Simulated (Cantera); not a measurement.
What does this Cantera script print?

```python
import numpy as np
import cantera as ct

gas = ct.Solution("gri30.yaml")
gas.TPX = 1150, 84000, {'N2O': 1, 'H2O': 0.15}
reactor = ct.IdealGasConstPressureReactor(gas, energy="off", clone=False)
net = ct.ReactorNet([reactor])
net.rtol, net.atol = 1e-08, 1e-18
show = ['N2O', 'H2O', 'HO2', 'H2O2', 'N2']
times = np.geomspace(2e-06, 100, 10)

steps = ct.SolutionArray(gas, extra=["t"])
rows = []
print(f"{'t/s':>10s}{'T/K':>9s}{'P/Pa':>11s}" + "".join(f"{s:>11s}" for s in show))
for t in times:
    while net.time < t:
        t_next = net.step()
        steps.append(gas.state, t=t_next)
    rows.append([np.interp(t, steps.t, y) for y in (steps.T, steps.P, *steps(*show).X.T)])
    print(f"{t:10.3e}{rows[-1][0]:9.1f}{rows[-1][1]:11.4g}" + "".join(f"{x:11.3e}" for x in rows[-1][2:]))
rate = np.gradient(steps.T, steps.t)
print("integrator steps:", len(steps.t))
if steps.T.max() > steps.T[0] + 200:
    print(f"time of steepest temperature rise: {steps.t[rate.argmax()]:.4e} s")
gas.TPX = 1150, 84000, {'N2O': 1, 'H2O': 0.15}
gas.equilibrate("TP")
print(f"equilibrium (TP): T = {gas.T:.1f} K  " + "  ".join(f"{s} {gas[s].X[0]:.3e}" for s in show))
```

It prints:

```
       t/s      T/K       P/Pa        N2O        H2O        HO2       H2O2         N2
 2.000e-06   1150.0    8.4e+04  8.696e-01  1.304e-01  6.365e-12  4.161e-17  2.766e-07
 1.434e-05   1150.0    8.4e+04  8.696e-01  1.304e-01  1.695e-09  1.638e-13  2.585e-06
 1.028e-04   1150.0    8.4e+04  8.695e-01  1.304e-01  1.802e-07  1.997e-10  2.298e-05
 7.368e-04   1150.0    8.4e+04  8.693e-01  1.304e-01  4.273e-06  8.109e-08  1.768e-04
 5.282e-03   1150.0    8.4e+04  8.676e-01  1.303e-01  4.617e-06  1.867e-07  1.313e-03
 3.786e-02   1150.0    8.4e+04  8.556e-01  1.298e-01  3.025e-06  1.150e-07  9.411e-03
 2.714e-01   1150.0    8.4e+04  7.779e-01  1.263e-01  1.153e-06  8.476e-08  6.194e-02
 1.946e+00   1150.0    8.4e+04  4.393e-01  1.109e-01  2.452e-07  6.707e-08  2.913e-01
 1.395e+01   1150.0    8.4e+04  3.715e-02  9.262e-02  3.605e-08  1.406e-08  5.665e-01
 1.000e+02   1150.0    8.4e+04  4.253e-07  9.094e-02  8.710e-09  6.734e-10  5.925e-01
integrator steps: 1948
equilibrium (TP): T = 1150.0 K  N2O 8.091e-09  H2O 9.091e-02  HO2 9.020e-09  H2O2 6.889e-10  N2 6.060e-01
```

Cantera simulation using GRI-Mech 3.0 (53 species, 325 reactions); the numbers are that mechanism's predictions, not measurements. GRI-Mech 3.0 was tuned for natural gas; its chemistry of N2O as a main component is partial and can be far from experiment. The mechanism lacks the step 2 NO + O2 → 2 NO2, which can matter for NO2 below about 1400 K. The temperature is held fixed by assumption; the heat of reaction is taken as removed at once.
